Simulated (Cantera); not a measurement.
A perfectly stirred reactor is fed with NH3 : N2 = 1 : 0.86 (molar parts), at 69000 Pa; it is held at 1475 K, and followed from long to short residence time.

Detailed kinetics in Cantera: the gas-phase N/H chemistry of the illustrative SiF4/NH3 mechanism in the Surface Chemkin manual (1991). Walls and surfaces, which speed up NH3 decomposition in real reactors, are not modelled.

Task: What does this change do: 0.087 parts H2 added?

Result: 
```csv
quantity,before,after
x(NH3) at τ = 16.0 s,0.437,0.426
x(NH) at τ = 16.0 s,5.69e-8,5.30e-8
x(N2H2) at τ = 16.0 s,1.09e-7,9.58e-8
x(H) at τ = 16.0 s,2.43e-6,3.11e-6
x(NH2) at τ = 16.0 s,2.34e-5,2.21e-5
x(NH3) at τ = 0.170 s,0.536,0.512
x(NH) at τ = 0.170 s,4.74e-8,5.97e-8
x(N2H2) at τ = 0.170 s,1.79e-7,1.48e-7
x(H) at τ = 0.170 s,4.41e-8,1.12e-6
x(NH2) at τ = 0.170 s,2.99e-5,2.68e-5
```

Task: What does this change do: N2 0.86 to 0.17 parts?

Result: 
```json
[
 {"quantity": "x(NH3) at τ = 16.0 s", "before": "0.437", "after": "0.683"},
 {"quantity": "x(NH) at τ = 16.0 s", "before": "5.69e-8", "after": "5.45e-8"},
 {"quantity": "x(N2H2) at τ = 16.0 s", "before": "1.09e-7", "after": "1.79e-7"},
 {"quantity": "x(H) at τ = 16.0 s", "before": "2.43e-6", "after": "2.69e-6"},
 {"quantity": "x(NH2) at τ = 16.0 s", "before": "2.34e-5", "after": "2.85e-5"},
 {"quantity": "x(NH3) at τ = 0.170 s", "before": "0.536", "after": "0.852"},
 {"quantity": "x(NH) at τ = 0.170 s", "before": "4.74e-8", "after": "4.70e-8"},
 {"quantity": "x(N2H2) at τ = 0.170 s", "before": "1.79e-7", "after": "3.07e-7"},
 {"quantity": "x(H) at τ = 0.170 s", "before": "4.41e-8", "after": "4.56e-8"},
 {"quantity": "x(NH2) at τ = 0.170 s", "before": "2.99e-5", "after": "3.57e-5"}
]
```
